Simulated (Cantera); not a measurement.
Catalytic combustion on Pt

An isothermal plug-flow reactor at 1023 K and 21000 Pa (inlet), inlet velocity 1.8 m/s, active area per volume 1200 1/m; feed CO : O₂ : N₂ = 0.0095 : 0.013 : 0.79 (molar parts).

Model: Deutschmann's 1995 Pt surface mechanism with GRI-Mech 3.0 gas chemistry, integrated in Cantera. Catalytic surfaces can have several steady states; this one follows from the mechanism file's or the stated starting coverage. Mass transfer to the wall is taken as infinitely fast.

```csv
z (m),x CO,x O₂,x H₂O,x CO₂,θ free Pt,θ O*,θ CO*
7.5e-05,0.00128,0.0108,<1e-12,0.0105,0.935,0.0591,0.00595
0.00016,1.20e-5,0.0102,<1e-12,0.0117,0.460,0.540,3.19e-6
0.00035,1.94e-9,0.0102,<1e-12,0.0118,0.459,0.541,5.14e-10
0.00075,<1e-12,0.0102,<1e-12,0.0118,0.459,0.541,<1e-12
0.0016,<1e-12,0.0102,<1e-12,0.0118,0.459,0.541,<1e-12
0.0035,<1e-12,0.0102,<1e-12,0.0118,0.459,0.541,<1e-12
0.0075,<1e-12,0.0102,<1e-12,0.0118,0.459,0.541,<1e-12
```
x: gas mole fraction; θ: surface coverage.
